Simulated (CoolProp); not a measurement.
Nitrous oxide along the isotherm 500 K: density (kg/m³) from the reference equation and from simpler models built on Tc = 309.5 K, pc = 7.245 MPa, ω = 0.161; each cubic takes its own stable root.

The numbers come from the reference Helmholtz-energy equation of state, Lemmon 2006 in CoolProp. It is a short technical equation, of lower accuracy than the large ones.

| p (MPa) | phase | reference |
|---|---|---|
| 2.26 | gas | 24.39 |
| 4.53 | gas | 49.81 |
| 6.79 | gas | 76.01 |
| 9.06 | supercritical | 103.2 |
| 11.3 | supercritical | 130.8 |
| 13.6 | supercritical | 159.7 |
| 15.8 | supercritical | 187.9 |
| 18.1 | supercritical | 217.6 |

Problem. How far does each simpler model (van der Waals, Redlich-Kwong, Soave-Redlich-Kwong) lie from the reference over these 8 states: mean and median of the absolute difference, and the worst?

Solution. 
- van der Waals: mean 4.4 %, median 4.4 %, worst +8.0 % at 500 K and 18.1 MPa
- Redlich-Kwong: mean 1.6 %, median 1.7 %, worst +2.3 % at 500 K and 18.1 MPa
- Soave-Redlich-Kwong: mean 2.2 %, median 2.1 %, worst -4.3 % at 500 K and 18.1 MPa
